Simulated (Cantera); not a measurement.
Input: 1 mol MgCO3, 3.9 mol CO2, held at 577 °C and 0.100 bar.

Cantera equilibrium calculation (NASA polynomials, part measured and part estimated; ideal gas, pure solids and liquids). Candidate condensed phases: C, Mg, MgCO3, MgO; 15 gas species. Kinetics and transport are ignored.

Base state: CO2 1.00 (mole fractions); condensed: MgO(s).

Q: What changes in the equilibrium state with this change: temperature from 577 °C to 252 °C?

A: 
| species | before | after |
|---|---|---|
| CO2 | 1.00 | 1.00 |
| MgO(s), mol | 1.00 | 0 |
| MgCO3(s), mol | 0 | 1.00 |
